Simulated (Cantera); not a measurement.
An isothermal, constant-pressure homogeneous reactor starts with 0.903 % CH4, 98.1 % H2, 0.981 % O2, equivalence ratio 52, at 3000 K and 2670 Pa.

Computed with Cantera and GRI-Mech 3.0 (53 species, 325 reactions). Radical loss at walls, strong at low pressure, is not modelled.

x: mole fraction; the columns are a selection and need not sum to one.

```tsv
t (s)	x CH4	x H2	x O2	x C2H2	x CH2O
1.00e-5	0.00841	0.979	0.00962	2.74e-8	6.06e-7
3.10e-5	0.00758	0.971	0.00861	1.63e-6	3.23e-6
9.63e-5	0.00532	0.943	0.00285	0.000102	2.80e-6
0.000299	0.00243	0.916	1.36e-6	0.00141	1.74e-6
0.000928	?	0.895	?	?	?
0.00288	0.000109	0.864	2.48e-7	0.00118	2.09e-7
0.00894	4.36e-7	0.797	4.20e-7	3.74e-6	2.77e-9
0.0278	3.93e-12	0.651	1.65e-6	<1e-12	2.43e-10
0.0862	<1e-12	0.467	4.87e-6	<1e-12	5.20e-11
0.267	<1e-12	0.387	6.66e-6	<1e-12	2.65e-11
0.830	<1e-12	0.383	6.73e-6	<1e-12	2.57e-11
2.58	<1e-12	0.383	6.73e-6	<1e-12	2.57e-11
8.00	<1e-12	0.383	6.73e-6	<1e-12	2.57e-11
```

Fill in the missing entries.


- 0.000928, x CH4: 0.000475
- 0.000928, x O2: 1.96e-7
- 0.000928, x C2H2: 0.00258
- 0.000928, x CH2O: 6.03e-7
